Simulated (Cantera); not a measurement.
Feed: 1 mol Fe₂O₃, 7 mol C, 0.39 mol H₂, equilibrated at 0.133 bar.

Method: chemical equilibrium by Gibbs-energy minimisation in Cantera with the NASA 1993 tables (ideal gas, pure condensed phases). Candidate condensed phases: C, C₆H₆, C₇H₈, C₈H₁₈, Fe, Fe(CO)₅, FeO, Fe(OH)₂, Fe(OH)₃, Fe₂O₃, Fe₃O₄, H₂O; 114 gas species. Iron dissolves carbon and melts from about 1420 K in contact with it, which pure phases cannot show. Condensed phases not in the tables: cementite and carbon dissolved in iron. Equilibrium is a limit: real reactors are often held back by kinetics, nucleation or transport. All values below are at 2325 K.

Base state: CO 0.826, H₂ 0.102, Fe 0.0613, H 0.00963, C₂H₂ (acetylene) 0.000499 (mole fractions); condensed: C(graphite) + Fe(l).

What changes in the equilibrium state with this change: H₂ from 0.39 to 0.14 mol?


```tsv
species	before	after
CO	0.826	0.894
Fe	0.0613	0.0613
H₂	0.102	0.0386
H	0.00963	0.00592
C₂H₂ (acetylene)	0.000499	0.000189
C(graphite), mol	4.00	4.00
Fe(l), mol	1.78	1.79
```
